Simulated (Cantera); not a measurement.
## NO annealing gas

An isothermal, constant-pressure homogeneous reactor starts with NO : N2 = 1 : 4 (molar parts), at 1748 K and 0.0330 bar.

Detailed kinetics in Cantera: GRI-Mech 3.0 (53 species, 325 reactions). Radical loss at walls, strong at low pressure, is not modelled.

```
t (s)      x NO     x NO2   x N2    x N2O      x O
--------  -----  --------  -----  -------  -------
1.00e-5   0.200    <1e-12  0.800  1.89e-9  1.89e-9
2.90e-5   0.200  2.35e-12  0.800  5.48e-9  5.48e-9
8.42e-5   0.200  1.98e-11  0.800  1.59e-8  1.59e-8
0.000244  0.200  1.65e-10  0.800  4.61e-8  4.61e-8
0.000709  0.200   1.37e-9  0.800  1.33e-7  1.33e-7
0.00206   0.200   1.12e-8  0.800  3.84e-7  3.82e-7
0.00597   0.200   8.61e-8  0.800  1.09e-6  1.08e-6
0.0173    0.200   5.75e-7  0.800  2.96e-6  3.00e-6
0.0503    0.200   2.82e-6  0.800  7.12e-6  8.35e-6
0.146     0.200   7.35e-6  0.800  1.28e-5  1.86e-5
0.423     0.200   8.80e-6  0.800  1.51e-5  2.23e-5
1.23      0.199   9.23e-6  0.800  1.51e-5  2.31e-5
3.56      0.198   1.04e-5  0.801  1.48e-5  2.52e-5
10.3      0.195   1.31e-5  0.803  1.42e-5  3.05e-5
30.0      0.185   1.85e-5  0.807  1.25e-5  4.21e-5
```
x: mole fraction; the columns are a selection and need not sum to one.

Equilibrium at this temperature and pressure: NO 0.00255, NO2 8.88e-7, N2 0.899, N2O 2.86e-8, O 0.000128 (gas phase only).
